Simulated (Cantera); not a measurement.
Input (Python, Cantera) and output of one run.

```python
import numpy as np
import cantera as ct

gas_names = """
    C CO COS CO2 CS CS2 C2 C2O C3 C3O2 C4 C5 Fe FeC5O5 FeO O O2 O3 S SO SO2 SO3 S2 S2O S8
""".split()
cond_names = """
    C(gr) Fe(a) Fe(c) Fe(d) Fe(L) FeC5O5(L) FeO(s) FeO(L) FeS(a) FeS(b) FeS(c) FeS(L) FeSO4(s) FeS2(s)
    Fe2O3(s) Fe2S3O12(s) Fe3O4(s) S(cr1) S(cr2) S(L)
""".split()


# ... load() reads the species with a 1 bar reference pressure and builds the phases ...
atoms = {
    'FeS': {'Fe': 1, 'S': 1},
    'O2': {'O': 2},
    'CO2': {'C': 1, 'O': 2},
}
top_T = {'C(gr)': 4500, 'FeSO4(s)': 950, 'FeS2(s)': 1010, 'Fe2O3(s)': 1830, 'Fe2S3O12(s)': 1100, 'Fe3O4(s)': 1870}  # K; cautious upper limits of use, not melting points


# ... equilibrate(T, P, feed) seeds the gas with the atoms and calls Mixture.equilibrate('TP', solver="vcs", rtol=1e-11, max_steps=5000) ...
results = []
feed = {'FeS': 1, 'O2': 0.55, 'CO2': 7.7}  # mol
P = 1333.22  # Pa
for T in [998, 1098, 1198, 1298, 1398, 1498, 1598, 1698, 1798, 1898]:
    mix = equilibrate(T, P, feed)
    results.append((T, P, feed, dict(zip(mix.species_names, mix.species_moles))))

top = {s: max(r[3][s] / sum(r[3][g] for g in gas_names) for r in results) for s in gas_names}
cols = sorted((s for s in top if top[s] > 0.001), key=lambda s: -top[s])[:8]
seen = [c for c in cond_names if any(r[3].get(c, 0) > 1e-12 for r in results)]
print("log10 of partial pressures in bar; condensed amounts in mol")
print(f"{'T/K':>10s}" + "".join(f"{s[:9]:>10s}" for s in cols + seen))
for T, P, feed, n in results:
    ng = sum(n[g] for g in gas_names)
    print(f"{T:10.4g}" + "".join(f"{np.log10(max(n[s] / ng * P / 1e5, 1e-99)):10.3f}" for s in cols)
          + "".join(f"{n.get(c, 0):10.4g}" for c in seen))
```

It prints:

```
log10 of partial pressures in bar; condensed amounts in mol
       T/K       CO2        CO       SO2        S2        SO    FeO(s)    FeO(L)    FeS(c)  Fe3O4(s)
       998    -1.898    -4.008    -3.277    -4.237    -6.892         0         0    0.6079    0.1307
      1098    -1.908    -3.495    -3.251    -4.026    -6.246         0         0    0.5395    0.1535
      1198    -1.935    -3.104    -3.138    -3.740    -5.635    0.6865         0    0.3135         0
      1298    -1.980    -2.790    -3.051    -3.483    -5.120         1         0         0         0
      1398    -2.011    -2.658    -2.932    -3.750    -4.777         1         0         0         0
      1498    -2.035    -2.580    -2.860    -4.195    -4.551         1         0         0         0
      1598    -2.046    -2.550    -2.834    -4.848    -4.436         1         0         0         0
      1698    -2.048    -2.544    -2.828    -5.567    -4.380         0    0.9998         0         0
      1798    -2.049    -2.543    -2.828    -6.238    -4.340         0    0.9992         0         0
      1898    -2.049    -2.543    -2.829    -6.841    -4.306         0     0.997         0         0
```

Method: chemical equilibrium by Gibbs-energy minimisation in Cantera with the NASA 1993 tables (ideal gas, pure condensed phases). Metal and sulfide melt together well below either melting point, which pure phases cannot show. Mutual solubility and eutectic melting of coexisting phases are not modelled. The tables' stoichiometric FeO is somewhat more stable than real wüstite, so its field is too wide. FeO, FeS: taken at fixed stoichiometry. Gases not in the tables: S3 to S7.
